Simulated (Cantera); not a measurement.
A Cantera script and what it prints.

```python
import numpy as np
import cantera as ct

gas_names = """
    H H2 Hg N NH NH2 NH3 N2 N2H2 N2H4
""".split()
cond_names = """
    Hg(cr) Hg(L)
""".split()


# ... load() reads the species with a 1 bar reference pressure and builds the phases ...
atoms = {
    'Hg': {'Hg': 1},
    'H2': {'H': 2},
    'N2': {'N': 2},
}
top_T = {}  # K; cautious upper limits of use, not melting points


# ... equilibrate(T, P, feed) seeds the gas with the atoms and calls Mixture.equilibrate('TP', solver="vcs", rtol=1e-11, max_steps=5000) ...
results = []
feed = {'Hg': 1, 'H2': 0.051, 'N2': 80}  # mol
T = 1550  # K
P = 28000  # Pa
mix = equilibrate(T, P, feed)
results.append((T, P, feed, dict(zip(mix.species_names, mix.species_moles))))
x = sorted(zip(gas.X, gas.species_names), reverse=True)
print(f"T = {T:g} K  P = {P:g} Pa  gas = {mix.phase_moles(0):.4g} mol")
print("   x: " + "  ".join(f"{s} {v:.3e}" for v, s in x if v > 1e-05))
print("   condensed (mol): " + ("  ".join(f"{mix.phase(i).name} {mix.phase_moles(i):.4g}"
      for i in range(1, mix.n_phases) if mix.phase_moles(i) > 1e-12) or "none"))
```

It prints:

```
T = 1550 K  P = 28000 Pa  gas = 81.05 mol
   x: N2 9.870e-01  Hg 1.234e-02  H2 6.285e-04
   condensed (mol): none
```

These are equilibrium values from Cantera (NASA tables, ideal gas, pure condensed phases), not measurements of a reactor.
